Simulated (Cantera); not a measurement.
Stirred combustor or abatement burner

A perfectly stirred reactor is fed with CH4 : C2H6 : C3H8 : O2 : N2 = 1 : 0.096 : 0.049 : 4.87 : 18.3 (molar parts), equivalence ratio 0.53, at 7.40 atm; it is adiabatic with a 425 K inlet, and is followed from long to short residence time, starting on the burning branch (τ in s: 0.027, 0.015, 0.0088, 0.0051, 0.0029, 0.0017, 0.00097, 0.00056, 0.00032, 0.00018, 0.00011, 6.1e-05).

Cantera simulation using GRI-Mech 3.0 (53 species, 325 reactions); the numbers are that mechanism's predictions, not measurements.

| τ (s) | T (K) | x CH4 | x C2H6 | x C3H8 | x H | x OH | x HCN | x CH3 |
|---|---|---|---|---|---|---|---|---|
| 0.027 | 1641 | 2.08e-5 | 4.95e-7 | 2.63e-7 | 1.00e-6 | 0.000271 | 2.65e-9 | 3.44e-6 |
| 0.015 | 1639 | 3.18e-5 | 7.78e-7 | 4.15e-7 | 1.71e-6 | 0.000311 | 3.50e-9 | 5.26e-6 |
| 0.0088 | 1636 | 4.70e-5 | 1.17e-6 | 6.29e-7 | 2.79e-6 | 0.000349 | 4.45e-9 | 7.70e-6 |
| 0.0051 | 1632 | 7.09e-5 | 1.81e-6 | 9.65e-7 | 4.60e-6 | 0.000389 | 5.53e-9 | 1.14e-5 |
| 0.0029 | 1625 | 0.000111 | 2.88e-6 | 1.53e-6 | 7.67e-6 | 0.000425 | 6.68e-9 | 1.71e-5 |
| 0.0017 | 1614 | 0.000178 | 4.68e-6 | 2.43e-6 | 1.23e-5 | 0.000443 | 7.65e-9 | 2.56e-5 |
| 0.00097 | 1592 | 0.000331 | 8.94e-6 | 4.43e-6 | 1.93e-5 | 0.000409 | 8.17e-9 | 4.15e-5 |
| 0.00056 | 425 | 0.0411 | 0.00395 | 0.00202 | <1e-12 | <1e-12 | <1e-12 | <1e-12 |
| 0.00032 | 425 | 0.0411 | 0.00395 | 0.00202 | <1e-12 | <1e-12 | <1e-12 | <1e-12 |
| 0.00018 | 425 | 0.0411 | 0.00395 | 0.00202 | <1e-12 | <1e-12 | <1e-12 | <1e-12 |
| 0.00011 | 425 | 0.0411 | 0.00395 | 0.00202 | <1e-12 | <1e-12 | <1e-12 | <1e-12 |
| 6.1e-5 | 425 | 0.0411 | 0.00395 | 0.00202 | <1e-12 | <1e-12 | <1e-12 | <1e-12 |
x: mole fraction; the columns are a selection and need not sum to one.
